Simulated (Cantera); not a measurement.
Charge: 1 mol Fe(CO)5, 1.5 mol O2, 47 mol N2, equilibrated at 950 °C and 1 atm.

These are equilibrium values from Cantera (NASA tables, ideal gas, pure condensed phases), not measurements of a reactor. Candidate condensed phases: C, Fe, Fe(CO)5, FeO, Fe2O3, Fe3O4; 27 gas species. The tables' stoichiometric FeO is somewhat more stable than real wüstite, so its field is too wide. FeO: taken at fixed stoichiometry. The numbers say what is thermodynamically allowed, not how fast it happens.

Base state: N2 0.904, CO 0.0577, CO2 0.0385 (mole fractions); condensed: FeO(s).

Problem. What changes in the equilibrium state with this change: Fe(CO)5 replaced by Hg?

Solution. 
```csv
species,before,after
N2,0.904,0.949
O2,<1e-9,0.0303
Hg,0,0.0202
CO,0.0577,0
CO2,0.0385,0
NO,<1e-9,9.69e-5
"FeO(s), mol",1.00,0
```
Further candidate phases: Hg, HgO.
